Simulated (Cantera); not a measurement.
A perfectly stirred reactor is fed with H2 : O2 : N2 = 1.8 : 1 : 4.6 (molar parts), equivalence ratio 0.90, at 0.602 atm; it is held at 1073 K, and followed from long to short residence time.

Detailed kinetics in Cantera: the H2/O2 subset of GRI-Mech 3.0, which has no nitrogen chemistry. The temperature is held fixed by assumption; the heat of reaction is taken as removed at once.

Task: Predict: x(H2) at τ = 25.0 s; x(O2) at τ = 25.0 s; x(O) at τ = 25.0 s; x(H) at τ = 25.0 s; x(OH) at τ = 25.0 s; x(H2) at τ = 0.140 s; x(O2) at τ = 0.140 s; x(O) at τ = 0.140 s; x(H) at τ = 0.140 s; x(OH) at τ = 0.140 s.

Result: 
```
Property                Result
--------------------  --------
x(H2) at τ = 25.0 s   0.000411
x(O2) at τ = 25.0 s     0.0156
x(O) at τ = 25.0 s     3.12e-7
x(H) at τ = 25.0 s     4.45e-7
x(OH) at τ = 25.0 s    3.59e-6
x(H2) at τ = 0.140 s   0.00332
x(O2) at τ = 0.140 s    0.0170
x(O) at τ = 0.140 s    2.74e-5
x(H) at τ = 0.140 s    6.53e-5
x(OH) at τ = 0.140 s   7.35e-5
```
